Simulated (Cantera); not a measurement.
**SiHCl3 + N2 + H2 + NH3 (silicon nitride deposition)**

Charge: 1 mol SiHCl3, 3.2 mol N2, 1.8 mol H2, 8 mol NH3, equilibrated at 1775 K and 16.0 Pa.

These are equilibrium values from Cantera (NASA tables, ideal gas, pure condensed phases), not measurements of a reactor. Candidate condensed phases: NH4Cl, Si, Si3N4; 28 gas species. The tables' values for SiCl, SiN, SiCl3 are old estimates; treat these amounts as uncertain. Gases not in the tables: Si2H6 and higher silanes. The numbers say what is thermodynamically allowed, not how fast it happens.

```
Property                             Result
--------------------------------  ---------
x(H2)                                 0.563
x(N2)                                 0.306
x(HCl)                               0.0700
x(SiCl2)                             0.0270
x(H)                                 0.0172
x(Si)                                0.0133
x(Cl)                               0.00164
x(SiCl)                             0.00158
x(SiH)                             0.000155
gas amount                        23.56 mol
log10 activity of Si(l) (absent)      -0.01
```
